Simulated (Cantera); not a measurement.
Charge: 1 mol SiC, 0.76 mol CO₂, 110 mol H₂, equilibrated at 1.80 mbar.

Equilibrium computed with Cantera from the NASA thermochemical tables; the gas is ideal and each condensed phase is pure. Candidate condensed phases: C, C₆H₆, C₇H₈, C₈H₁₈, H₂O, Si, SiC, SiO₂; 123 gas species. Mutual solubility and eutectic melting of coexisting phases are not modelled. The tables hold silica as quartz up to 1696 K and as liquid above; real silica turns to tridymite and cristobalite and melts near 1996 K. Gases not in the tables: Si₂H₆ and higher silanes. Rates play no part.

**Question.** Which condensed phases are stable at each of these points (T (K)): 1100, 1200, 1300, 1400, 1500, 1600, 1700, 1800, 1900, 2000?

**Answer.** 
| T (K) | condensed phases | Si condensed (%) |
|---|---|---|
| 1100 | C(graphite) + SiC(s) + SiO₂(β-quartz) | 100.0 |
| 1200 | SiC(s) + SiO₂(β-quartz) | 99.8 |
| 1300 | SiC(s) + SiO₂(β-quartz) | 91.8 |
| 1400 | SiC(s) | 62.0 |
| 1500 | SiC(s) | 62.0 |
| 1600 | SiC(s) | 62.0 |
| 1700 | SiC(s) | 61.7 |
| 1800 | SiC(s) | 60.0 |
| 1900 | SiC(s) | 52.6 |
| 2000 | SiC(s) | 33.8 |

At 1100 K the condensed part is C(graphite) + SiC(s) + SiO₂(β-quartz). From 1200 K to 1300 K the condensed part is SiC(s) + SiO₂(β-quartz). From 1400 K to 2000 K the condensed part is SiC(s).
